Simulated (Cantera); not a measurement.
Transport properties of process gases

Gas mixture: NO = 0.6 (molar parts), at 10.00 Torr, frozen composition.

Cantera's kinetic-theory transport with the Lennard-Jones parameters of GRI-Mech 3.0, ideal gas; thermal conductivity in the mixture-averaged form. The composition is frozen, though it would react at the higher temperatures.

```csv
T (K),ρ (kg/m³),cp (J/kg/K),μ (µPa s),λ (mW/m/K),Pr,D (cm²/s) CH3,D (cm²/s) N2,D (cm²/s) NO
400,0.0120,998.6,23.1,32.4,0.712,28.2,25.7,-10100
650,0.00740,1054,32.3,48.2,0.706,65.0,58.9,-23800
900,0.00535,1114,40.1,63.0,0.708,112,102,-41500
1150,0.00418,1153,47.0,76.7,0.707,170,153,-62700
1400,0.00344,1181,53.4,89.4,0.706,235,212,-87200
1650,0.00292,1202,59.4,101,0.706,309,278,-115000
1900,0.00253,1219,65.1,112,0.706,391,352,-145000
2150,0.00224,1231,70.5,123,0.706,479,432,-178000
```
D: mixture-averaged diffusion coefficient of that species in the mixture.
